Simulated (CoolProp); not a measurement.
Vapour pressure (MPa) of CH2F2 (R32): the reference equation beside estimates from Tc = 78.1 °C, pc = 5.783 MPa, ω = 0.277.

Model: reference Helmholtz-energy equation of state, Tillner-Roth 1997, in CoolProp.

```
T (°C)   reference  Lee-Kesler  Soave-Redlich-Kwong  Peng-Robinson
-------  ---------  ----------  -------------------  -------------
-106.45   0.002078    0.001747             0.001805       0.001996
-103.45   0.002774    0.002358             0.002433       0.002669
-100.45   0.003661    0.003145             0.003240       0.003529
-97.45    0.004779    0.004147             0.004265       0.004614
-94.45    0.006175    0.005410             0.005556       0.005971
-91.45    0.007900    0.006987             0.007163       0.007652
-88.45     0.01001    0.008937             0.009147       0.009716
-85.35     0.01268     0.01142              0.01166        0.01232
-82.35     0.01579     0.01434              0.01463        0.01537
-79.35     0.01952     0.01787              0.01819        0.01903
-76.35     0.02394     0.02209              0.02246        0.02338
-73.35     0.02917     0.02711              0.02751        0.02853
-70.35     0.03529     0.03304              0.03347        0.03457
-67.35     0.04242     0.03999              0.04044        0.04162
```

Absolute difference from the reference over all 14 rows, mean and median: Lee-Kesler 10.5 and 10.3 %, Soave-Redlich-Kwong 8.5 and 8.3 %, Peng-Robinson 2.9 and 2.9 %.
